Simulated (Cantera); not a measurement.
A Cantera script and what it prints.

```python
import numpy as np
import cantera as ct

gas_names = """
    H H2 N NH NH2 NH3 N2 N2H2 N2H4 V VN
""".split()
cond_names = """
    V(cr) V(L) VN(s)
""".split()


# ... load() reads the species with a 1 bar reference pressure and builds the phases ...
atoms = {
    'V': {'V': 1},
    'NH3': {'N': 1, 'H': 3},
}
top_T = {'VN(s)': 2300}  # K; cautious upper limits of use, not melting points


# ... equilibrate(T, P, feed) seeds the gas with the atoms and calls Mixture.equilibrate('TP', solver="vcs", rtol=1e-11, max_steps=5000) ...
results = []
feed = {'V': 1, 'NH3': 18}  # mol
T = 2450  # K
P = 133.322  # Pa
mix = equilibrate(T, P, feed)
results.append((T, P, feed, dict(zip(mix.species_names, mix.species_moles))))
print(gas.report(threshold=1e-05))
for i in range(1, mix.n_phases):
    print(f"{mix.phase(i).name:16s} {mix.phase_moles(i):12.5e} mol")
```

Output:

```
       temperature   2450 K
          pressure   133.32 Pa
           density   5.195e-05 kg/m^3
  mean mol. weight   7.9375 kg/kmol
   phase of matter   gas

                          1 kg             1 kmol
                     ---------------   ---------------
          enthalpy        1.8875e+07        1.4982e+08  J
   internal energy        1.6308e+07        1.2945e+08  J
           entropy             32813        2.6045e+05  J/K
    Gibbs function       -6.1518e+07       -4.8829e+08  J
 heat capacity c_p            3814.8             30280  J/K
 heat capacity c_v            2767.3             21965  J/K

                      mass frac. Y      mole frac. X     chem. pot. / RT
                     ---------------   ---------------   ---------------
                 H          0.045336             0.357           -13.816
                H2           0.10692           0.42098           -27.631
                N2           0.70524           0.19982           -35.875
                 V           0.14249          0.022202           -10.709
     [   +7 minor]        8.7953e-06         2.891e-06

V(L)              0.00000e+00 mol
```

Equilibrium computed with Cantera from the NASA thermochemical tables; the gas is ideal and each condensed phase is pure.
